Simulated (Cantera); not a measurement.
A perfectly stirred reactor is fed with CO : O2 : H2O : N2 = 0.021 : 0.0029 : 0.016 : 1 (molar parts), equivalence ratio 3.6, at 1500 Torr; it is held at 1450 K, and followed from long to short residence time.

Detailed kinetics in Cantera: GRI-Mech 3.0 (53 species, 325 reactions).

What does this change do: pressure from 1500 Torr to 2550 Torr?


```json
[
 {"quantity": "x(CO) at τ = 0.660 s", "before": "0.0102", "after": "0.0102"},
 {"quantity": "x(O2) at τ = 0.660 s", "before": "4.90e-6", "after": "4.73e-6"},
 {"quantity": "x(H2O) at τ = 0.660 s", "before": "0.0110", "after": "0.0110"},
 {"quantity": "x(O) at τ = 0.660 s", "before": "1.30e-7", "after": "4.95e-8"},
 {"quantity": "x(OH) at τ = 0.660 s", "before": "5.40e-6", "after": "3.08e-6"},
 {"quantity": "x(CO) at τ = 19.0 ms", "before": "0.0106", "after": "0.0107"},
 {"quantity": "x(O2) at τ = 19.0 ms", "before": "3.67e-5", "after": "3.18e-5"},
 {"quantity": "x(H2O) at τ = 19.0 ms", "before": "0.0113", "after": "0.0114"},
 {"quantity": "x(O) at τ = 19.0 ms", "before": "4.88e-6", "after": "1.90e-6"},
 {"quantity": "x(OH) at τ = 19.0 ms", "before": "3.32e-5", "after": "1.93e-5"}
]
```
